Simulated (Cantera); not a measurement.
What does this Cantera script print?

```python
import numpy as np
import cantera as ct

gas_names = """
    H HNO HNO2 HNO3 HO2 H2 H2O H2O2 N NH NH2 NH3 NH2OH NO NO2 NO3 N2 N2H2 N2H4 N2O O OH O2 O3 Ti TiO
    TiO2
""".split()
cond_names = """
    H2O(s) H2O(L) Ti(a) Ti(b) Ti(L) TiN(s) TiN(L) TiO(a) TiO(b) TiO(L) TiO2(ru) TiO2(L) Ti2O3(a)
    Ti2O3(b) Ti2O3(L) Ti3O5(a) Ti3O5(b) Ti3O5(L) Ti4O7(s) Ti4O7(L)
""".split()


# ... load() reads the species with a 1 bar reference pressure and builds the phases ...
atoms = {
    'TiN': {'Ti': 1, 'N': 1},
    'H2O': {'H': 2, 'O': 1},
    'H2': {'H': 2},
}
top_T = {}  # K; cautious upper limits of use, not melting points


# ... equilibrate(T, P, feed) seeds the gas with the atoms and calls Mixture.equilibrate('TP', solver="vcs", rtol=1e-11, max_steps=5000) ...
results = []
T = 1200  # K
P = 790  # Pa
for m in [0.36, 0.52, 0.76, 1.1, 1.6, 2.4, 3.5, 5.1, 7.5, 11, 16, 24]:
    feed = {'TiN': 1, 'H2O': 2.2, 'H2': m}  # mol
    mix = equilibrate(T, P, feed)
    results.append((T, P, feed, dict(zip(mix.species_names, mix.species_moles))))

top = {s: max(r[3][s] / sum(r[3][g] for g in gas_names) for r in results) for s in gas_names}
cols = sorted((s for s in top if top[s] > 1e-05), key=lambda s: -top[s])[:7]
seen = [c for c in cond_names if any(r[3].get(c, 0) > 1e-12 for r in results)]
print("log10 of partial pressures in bar; condensed amounts in mol")
print(f"{'n(H2)':>10s}" + "".join(f"{s[:9]:>10s}" for s in cols + seen))
for T, P, feed, n in results:
    ng = sum(n[g] for g in gas_names)
    print(f"{feed['H2']:10.4g}" + "".join(f"{np.log10(max(n[s] / ng * P / 1e5, 1e-99)):10.3f}" for s in cols)
          + "".join(f"{n.get(c, 0):10.4g}" for c in seen))
```

It prints:

```
log10 of partial pressures in bar; condensed amounts in mol
     n(H2)        H2        N2       H2O  TiO2(ru)
      0.36    -2.215    -2.889    -3.287         1
      0.52    -2.209    -2.911    -3.309         1
      0.76    -2.201    -2.942    -3.340         1
       1.1    -2.191    -2.983    -3.381         1
       1.6    -2.180    -3.037    -3.435         1
       2.4    -2.166    -3.111    -3.509         1
       3.5    -2.154    -3.196    -3.594         1
       5.1    -2.143    -3.295    -3.693         1
       7.5    -2.133    -3.412    -3.810         1
        11    -2.125    -3.540    -3.938         1
        16    -2.119    -3.675    -4.073         1
        24    -2.114    -3.830    -4.228         1
```

Method: chemical equilibrium by Gibbs-energy minimisation in Cantera with the NASA 1993 tables (ideal gas, pure condensed phases).
